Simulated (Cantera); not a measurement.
Cantera run:

```python
import numpy as np
import cantera as ct

gas_names = [...]  # 92 gases of nasa_gas.yaml made of C, H, N
cond_names = """
    C(gr) C6H6(L) C7H8(L) C8H18(L),n-octa
""".split()


# ... load() reads the species with a 1 bar reference pressure and builds the phases ...
atoms = {
    'toluene': {'C': 7, 'H': 8},
    'H2': {'H': 2},
    'N2': {'N': 2},
}
top_T = {'C(gr)': 4500}  # K; cautious upper limits of use, not melting points


# ... equilibrate(T, P, feed) seeds the gas with the atoms and calls Mixture.equilibrate('TP', solver="vcs", rtol=1e-11, max_steps=5000) ...
results = []
T = 1148.15  # K
P = 2200000  # Pa
for m in [3.3, 6.1, 9, 12, 15, 18, 21, 23, 26, 29, 32]:
    feed = {'toluene': 1, 'H2': m, 'N2': 5.8}  # mol
    mix = equilibrate(T, P, feed)
    results.append((T, P, feed, dict(zip(mix.species_names, mix.species_moles))))

top = {s: max(r[3][s] / sum(r[3][g] for g in gas_names) for r in results) for s in gas_names}
cols = sorted((s for s in top if top[s] > 1e-06), key=lambda s: -top[s])[:6]
seen = [c for c in cond_names if any(r[3].get(c, 0) > 1e-12 for r in results)]
print("log10 of partial pressures in bar; condensed amounts in mol")
print(f"{'n(H2)':>10s}" + "".join(f"{s[:9]:>10s}" for s in cols + seen))
for T, P, feed, n in results:
    ng = sum(n[g] for g in gas_names)
    print(f"{feed['H2']:10.4g}" + "".join(f"{np.log10(max(n[s] / ng * P / 1e5, 1e-99)):10.3f}" for s in cols)
          + "".join(f"{n.get(c, 0):10.4g}" for c in seen))
```

It prints:

```
log10 of partial pressures in bar; condensed amounts in mol
     n(H2)        H2        N2       CH4       NH3      C2H6       HCN     C(gr)
       3.3     0.968     1.027     0.311    -1.644    -3.603    -3.391     5.885
       6.1     1.018     0.953     0.412    -1.605    -3.452    -3.403      5.33
         9     1.051     0.887     0.478    -1.588    -3.353    -3.419     4.739
        12     1.075     0.829     0.526    -1.582    -3.282    -3.437     4.118
        15     1.092     0.777     0.560    -1.582    -3.231    -3.454     3.491
        18     1.105     0.731     0.586    -1.586    -3.192    -3.470     2.859
        21     1.115     0.690     0.606    -1.591    -3.161    -3.486     2.225
        23     1.121     0.664     0.618    -1.595    -3.144    -3.496       1.8
        26     1.128     0.628     0.632    -1.602    -3.122    -3.510     1.163
        29     1.134     0.595     0.645    -1.610    -3.104    -3.524    0.5234
        32     1.143     0.563     0.646    -1.613    -3.109    -3.551         0
```

Cantera equilibrium calculation (NASA polynomials, part measured and part estimated; ideal gas, pure solids and liquids).
